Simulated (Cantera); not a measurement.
A closed system holds: 1 mol CCl4, 13 mol H2, equilibrated at 33.8 Torr.

Equilibrium computed with Cantera from the NASA thermochemical tables; the gas is ideal and each condensed phase is pure. Candidate condensed phases: C, C6H6, C7H8, C8H18; 91 gas species. The numbers say what is thermodynamically allowed, not how fast it happens.

x: gas mole fraction; n: condensed amount in mol.

```tsv
T (°C)	x H2	x HCl	x H	x Cl	x C2H2 (acetylene)	x C2H	x CH4	n C(graphite)
1300	0.733	0.267	0.000164	4.74e-5	1.51e-5	9.81e-12	…	0.999
1375	0.733	0.267	0.000359	0.000102	3.28e-5	6.95e-11	…	0.999
1450	0.733	0.266	0.000736	0.000207	6.63e-5	4.15e-10	…	0.998
1525	0.732	0.266	0.00142	0.000395	0.000126	2.13e-9	…	0.996
1600	0.731	0.266	0.00260	0.000716	0.000228	9.57e-9	…	0.993
1675	0.729	0.265	0.00455	0.00124	0.000393	3.83e-8	…	0.988
1750	0.726	0.263	0.00763	0.00205	0.000649	1.38e-7	…	0.980
1825	0.722	0.261	0.0123	0.00328	0.00103	4.52e-7	…	0.969
1900	0.716	0.258	0.0192	0.00507	0.00158	1.36e-6	…	0.952
1975	0.707	0.254	0.0291	0.00758	0.00234	3.81e-6	…	0.928
2050	0.694	0.248	0.0428	0.0110	0.00336	9.91e-6	…	0.895
2125	0.678	0.241	0.0611	0.0155	0.00468	2.42e-5	…	0.851
2200	0.656	0.231	0.0851	0.0213	0.00632	5.56e-5	…	0.795
```

### Question
Complete the blanks.

### Answer

- 1300, x CH4: 4.44e-5
- 1375, x CH4: 3.24e-5
- 1450, x CH4: 2.43e-5
- 1525, x CH4: 1.87e-5
- 1600, x CH4: 1.47e-5
- 1675, x CH4: 1.17e-5
- 1750, x CH4: 9.49e-6
- 1825, x CH4: 7.78e-6
- 1900, x CH4: 6.43e-6
- 1975, x CH4: 5.34e-6
- 2050, x CH4: 4.44e-6
- 2125, x CH4: 3.69e-6
- 2200, x CH4: 3.04e-6
